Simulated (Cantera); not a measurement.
Feed: 1 mol FeS2, 3.4 mol H2S, 33 mol N2, held at 1948 K and 19.0 bar.

These are equilibrium values from Cantera (NASA tables, ideal gas, pure condensed phases), not measurements of a reactor. Candidate condensed phases: Fe, FeS, FeS2, S; 16 gas species. FeS: taken at fixed stoichiometry. Kinetics and transport are ignored.

Base state: N2 0.869, H2 0.0552, S2 0.0400, H2S 0.0328, SH 0.00298, S 0.000103, H 6.09e-5 (mole fractions); condensed: FeS(l).

What changes in the equilibrium state with this change: temperature from 1948 K to 1650 K?


```json
[
 {"species": "N2", "before": "0.869", "after": "0.878"},
 {"species": "H2S", "before": "0.0328", "after": "0.0532"},
 {"species": "H2", "before": "0.0552", "after": "0.0367"},
 {"species": "S2", "before": "0.0400", "after": "0.0314"},
 {"species": "H", "before": "6.09e-5", "after": "3.99e-6"},
 {"species": "S", "before": "0.000103", "after": "8.06e-6"},
 {"species": "SH", "before": "0.00298", "after": "0.000945"},
 {"species": "FeS(l), mol", "before": "1.000", "after": "1.00"}
]
```
